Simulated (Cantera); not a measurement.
Input: 1 mol PbO, 1.8 mol H2O, 0.065 mol N2, held at 1223 K and 75.0 Torr.

Cantera equilibrium calculation (NASA polynomials, part measured and part estimated; ideal gas, pure solids and liquids). Candidate condensed phases: H2O, Pb, PbO, PbO2, Pb3O4; 27 gas species. Gases not in the tables: (PbO)n polymers. The numbers say what is thermodynamically allowed, not how fast it happens.

**Question.** What is the equilibrium state?

**Answer.** 
```
Property                             Result
--------------------------------  ---------
x(H2O)                                0.964
x(N2)                                0.0348
x(PbO)                              0.00108
x(Pb)                              0.000179
x(O2)                               9.15e-5
x(H2)                               6.48e-6
x(OH)                               3.24e-6
x(NO)                               1.02e-6
n(PbO(l))                         0.998 mol
gas amount                        1.868 mol
log10 activity of Pb(l) (absent)      -1.70
```
